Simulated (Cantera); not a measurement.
Charge: 1 mol CuF2, 0.075 mol H2O, 0.64 mol N2, at 1777 °C and 97.5 Torr.

These are equilibrium values from Cantera (NASA tables, ideal gas, pure condensed phases), not measurements of a reactor. Candidate condensed phases: Cu, CuF2, CuO, Cu(OH)2, Cu2O, H2O; 45 gas species. Kinetics and transport are ignored.

Base state: N2 0.313, CuF2 0.311, CuF 0.178, F 0.105, HF 0.0734, O2 0.0174, NO 0.00159, O 0.000356 (mole fractions); condensed: gas only.

Problem. What changes in the equilibrium state with this change: temperature from 1777 °C to 1502 °C?

Solution. 
| species | before | after |
|---|---|---|
| CuF2 | 0.311 | 0.446 |
| N2 | 0.313 | 0.345 |
| CuF | 0.178 | 0.0942 |
| F | 0.105 | 0.0132 |
| O2 | 0.0174 | 0.0198 |
| HF | 0.0734 | 0.0810 |
| Cu | 4.94e-5 | 3.88e-6 |
| O | 0.000356 | 3.74e-5 |

Problem. What changes in the equilibrium state with this change: H2O from 0.075 to 7 mol?

Solution. 
```csv
species,before,after
H2O,<1e-9,0.618
HF,0.0734,0.187
N2,0.313,0.0651
CuF2,0.311,3.10e-6
F,0.105,1.02e-5
Cu,4.94e-5,0.0521
CuF,0.178,0.0183
O2,0.0174,0.0456
H2,<1e-9,0.00335
Cu2,<1e-9,0.000254
"Cu(l), mol",0,0.306
```
